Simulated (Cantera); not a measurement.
An isothermal, constant-pressure homogeneous reactor starts with N2O : H2O = 1 : 0.0053 (molar parts), at 1275 K and 0.210 bar.

Computed with Cantera and GRI-Mech 3.0 (53 species, 325 reactions). GRI-Mech 3.0 was tuned for natural gas; its chemistry of N2O as a main component is partial and can be far from experiment. The mechanism lacks the step 2 NO + O2 → 2 NO2, which can matter for NO2 below about 1400 K. The temperature is held fixed by assumption; the heat of reaction is taken as removed at once.

Q: Predict: x(N2O) at 2.00 s; x(H2O) at 2.00 s; x(NO) at 2.00 s; x(O) at 2.00 s; x(HO2) at 2.00 s.

A: 
```
Quantity                                           Result
----------------  ---------------------------------------
x(N2O) at 2.00 s    0.289 (gas-phase equilibrium 1.10e-8)
x(H2O) at 2.00 s  0.00402 (gas-phase equilibrium 0.00352)
x(NO) at 2.00 s   0.0585 (gas-phase equilibrium 0.000389)
x(O) at 2.00 s    4.45e-6 (gas-phase equilibrium 1.41e-7)
x(HO2) at 2.00 s  3.14e-8 (gas-phase equilibrium 5.27e-9)
```
